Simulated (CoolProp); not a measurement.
Vapour-liquid equilibrium of n-octane (1) + n-dodecane (2) at 8.27 kPa; x and y are mole fractions of (1).

The numbers come from the multi-fluid Helmholtz-energy mixture model, Beckmüller 2019 and Lemmon 2004; pair parameters Bell 2016 in CoolProp.

```
x     bubble temperature (K)  y at the bubble point  dew temperature at overall composition x (K)  liquid density (mol/L)
----  ----------------------  ---------------------  --------------------------------------------  ----------------------
0.05                   392.5                    [?]                                           [?]                   4.020
0.2                    367.3                  0.851                                           [?]                   4.322
0.35                     [?]                  0.941                                           [?]                   4.596
0.5                    344.4                  0.973                                         390.3                   4.869
0.65                   337.8                  0.987                                           [?]                   5.155
0.8                    332.8                  0.995                                         372.4                   5.459
0.95                   328.9                  0.999                                         351.4                   5.787
```

Question: What belongs in the gaps?

Answer: 
- 0.05, y at the bubble point: 0.447
- 0.05, dew temperature at overall composition x (K): 405.0
- 0.2, dew temperature at overall composition x (K): 400.9
- 0.35, bubble temperature (K): 353.4
- 0.35, dew temperature at overall composition x (K): 396.1
- 0.65, dew temperature at overall composition x (K): 382.9

No azeotrope shows between x = 0.05 and 0.95.

Pair parameters are fitted to limited data, so mixtures are less certain than the pure fluids.
